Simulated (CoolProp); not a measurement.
A single-stage vapour-compression cycle with the fluoroketone C6F12O (FK-5-1-12): evaporating at 302.15 K (dew point), condensing at 351.15 K (bubble point), superheat 10 K, subcooling 2 K, compressor efficiency 0.7, no pressure losses. Each further row changes one setting.

Computed with CoolProp (reference Helmholtz-energy equation of state, McLinden 2015).

```
case                              cooling COP  pressure ratio  discharge temperature (K)  refrigerating effect (kJ/kg)  volumetric capacity (kJ/m³)
--------------------------------  -----------  --------------  -------------------------  ----------------------------  ---------------------------
as stated                                2.80            5.26                      351.1                          49.5                          297
evaporating temperature 307.15 K         3.39            4.31                      351.1                          53.7                          390
condensing temperature 346.15 K          3.38            4.55                      346.1                          55.3                          332
subcooling 7 K                           3.13            5.26                      351.1                          55.3                          332
superheat 20 K                           3.07            5.26                      351.1                          58.4                          338
compressor efficiency 0.6                2.40            5.26                      351.1                          49.5                          297
```

The compression ends wet for: as stated; evaporating temperature 307.15 K; condensing temperature 346.15 K; subcooling 7 K; superheat 20 K; compressor efficiency 0.6.
